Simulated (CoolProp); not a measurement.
Computed with CoolProp (reference Helmholtz-energy equation of state, Kamei 1995).

For R22, give the phase and the Z, fugacity coefficient at 373.4 K and 4.34 MPa; 420.8 K and 4.34 MPa.


- 373.4 K and 4.34 MPa: gas; Z 0.602, fugacity coefficient 0.719
- 420.8 K and 4.34 MPa: gas; Z 0.785, fugacity coefficient 0.817
